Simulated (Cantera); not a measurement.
Input: 1 mol AlBr₃, 13 mol H₂O, 19 mol H₂, held at 1002 °C and 0.860 bar.

Equilibrium computed with Cantera from the NASA thermochemical tables; the gas is ideal and each condensed phase is pure. Candidate condensed phases: Al, AlBr₃, Al₂O₃, Br₂, H₂O; 25 gas species. Kinetics and transport are ignored.

Base state: H₂ 0.567, H₂O 0.343, HBr 0.0895, Br 2.58e-5 (mole fractions); condensed: Al₂O₃(s).

Q: What changes in the equilibrium state with this change: H₂O from 13 to 0.24 mol?

A: 
```
species         before    after
-------------  -------  -------
H₂               0.567    0.935
AlBr₃            <1e-9   0.0413
HBr             0.0895   0.0236
H₂O              0.343  1.21e-7
AlBr             <1e-9  1.51e-5
Br             2.58e-5  5.31e-6
Al₂O₃(s), mol    0.500   0.0800
```
